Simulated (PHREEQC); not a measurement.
A solution holds 0.0034 mol/kgw HF, 0.00066 mol/kgw NH4HF2, 0.00094 mol/kgw H2SiF6 and 0.00063 mol/kgw HCl, at 25 °C. Closed to the air; pH follows from the charge balance.

The numbers come from PHREEQC with the ion-association model, phreeqc.dat.

Each row changes one thing in this solution. Precipitation was switched off in this run.

```json
[
 {"case": "as made", "pH": "2.57", "ionic strength (mol/kgw)": "0.00444", "HF (mol/kgw)": "0.00376", "F- (mol/kgw)": "0.00101", "HF2- (mol/kgw)": "1.46e-5", "H4SiO4 (mol/kgw)": "1.32e-5", "SI of Quartz (SiO2)": "-0.90"},
 {"case": "H2SiF6 from 0.00094 to 0.00188 mol/kgw", "pH": "2.39", "ionic strength (mol/kgw)": "0.00693", "HF (mol/kgw)": "0.00415", "F- (mol/kgw)": "0.000741", "HF2- (mol/kgw)": "1.18e-5", "H4SiO4 (mol/kgw)": "3.19e-5", "SI of Quartz (SiO2)": "-0.51"},
 {"case": "0.00054 mol/kgw HBr added", "pH": "2.51", "ionic strength (mol/kgw)": "0.00487", "HF (mol/kgw)": "0.00387", "F- (mol/kgw)": "0.000909", "HF2- (mol/kgw)": "1.35e-5", "H4SiO4 (mol/kgw)": "1.44e-5", "SI of Quartz (SiO2)": "-0.86"},
 {"case": "NH4HF2 replaced by HBF4 at the same molality", "pH": "2.46", "ionic strength (mol/kgw)": "0.00460", "HF (mol/kgw)": "0.00364", "F- (mol/kgw)": "0.000757", "HF2- (mol/kgw)": "1.06e-5", "H4SiO4 (mol/kgw)": "2.63e-5", "SI of Quartz (SiO2)": "-0.60"},
 {"case": "HF left out", "pH": "2.70", "ionic strength (mol/kgw)": "0.00346", "HF (mol/kgw)": "0.00202", "F- (mol/kgw)": "0.000724", "HF2- (mol/kgw)": "5.60e-6", "H4SiO4 (mol/kgw)": "0.000238", "SI of Quartz (SiO2)": "+0.36"},
 {"case": "temperature from 25 to 15 °C", "pH": "2.56", "ionic strength (mol/kgw)": "0.00456", "HF (mol/kgw)": "0.00360", "F- (mol/kgw)": "0.00111", "HF2- (mol/kgw)": "1.40e-5", "H4SiO4 (mol/kgw)": "2.52e-6", "SI of Quartz (SiO2)": "-1.47"},
 {"case": "H2SiF6 from 0.00094 to 0.00047 mol/kgw", "pH": "2.69", "ionic strength (mol/kgw)": "0.00327", "HF (mol/kgw)": "0.00350", "F- (mol/kgw)": "0.00123", "HF2- (mol/kgw)": "1.65e-5", "H4SiO4 (mol/kgw)": "6.09e-6", "SI of Quartz (SiO2)": "-1.23"},
 {"case": "0.0021 mol/kgw NaCl added", "pH": "2.58", "ionic strength (mol/kgw)": "0.00655", "HF (mol/kgw)": "0.00374", "F- (mol/kgw)": "0.00103", "HF2- (mol/kgw)": "1.47e-5", "H4SiO4 (mol/kgw)": "1.27e-5", "SI of Quartz (SiO2)": "-0.92"},
 {"case": "0.0017 mol/kgw LiOH added", "pH": "2.81", "ionic strength (mol/kgw)": "0.00494", "HF (mol/kgw)": "0.00324", "F- (mol/kgw)": "0.00151", "HF2- (mol/kgw)": "1.87e-5", "H4SiO4 (mol/kgw)": "1.07e-5", "SI of Quartz (SiO2)": "-0.99"}
]
```

Species that the database lacks are ignored. Some of these states are supersaturated (in Quartz (slow to form), for instance). SiF6-2 is the database's only silicon fluoride.
